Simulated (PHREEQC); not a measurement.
0.1 mol of Fluorite (CaF2) is brought to equilibrium with 1 kg of water holding 0.016 mol CaCl2, at 25 °C under several pressures of CO2. Oxygen is held at 0.21 atm. Only these solids could form: Fluorite, Calcite, Portlandite.

All values are PHREEQC results (ion-association model, wateq4f.dat), not measurements.

| log pCO2 (atm) | pH | dissolved Ca (mol/kgw) | dissolved F (mol/kgw) | CO2 (mol/kgw) | HF (mol/kgw) |
|---|---|---|---|---|---|
| -5 | 6.38 | 0.0160 | 7.50e-5 | 3.37e-7 | 3.51e-8 |
| -4.5 | 6.14 | 0.0160 | 7.50e-5 | 1.06e-6 | [?] |
| -4 | 5.90 | 0.0160 | 7.51e-5 | 3.37e-6 | [?] |
| -3.5 | 5.65 | 0.0160 | [?] | 1.06e-5 | 1.91e-7 |
| -3 | 5.40 | 0.0160 | 7.53e-5 | 3.37e-5 | 3.39e-7 |
| -2.5 | 5.15 | 0.0160 | [?] | 0.000106 | 6.03e-7 |
| -2 | 4.90 | 0.0160 | 7.61e-5 | 0.000337 | [?] |
| -1.5 | 4.65 | 0.0160 | 7.69e-5 | 0.00106 | [?] |
| -1 | 4.40 | 0.0160 | 7.84e-5 | 0.00337 | [?] |
| -0.5 | 4.15 | 0.0160 | 8.11e-5 | 0.0106 | 6.03e-6 |
| 0 | 3.90 | 0.0160 | 8.58e-5 | 0.0337 | 1.07e-5 |

Question: Complete the blanks.

Answer: 
- -4.5, HF (mol/kgw): 6.10e-8
- -4, HF (mol/kgw): 1.08e-7
- -3.5, dissolved F (mol/kgw): 7.52e-5
- -2.5, dissolved F (mol/kgw): 7.56e-5
- -2, HF (mol/kgw): 1.07e-6
- -1.5, HF (mol/kgw): 1.91e-6
- -1, HF (mol/kgw): 3.39e-6

Species that the database lacks are ignored.
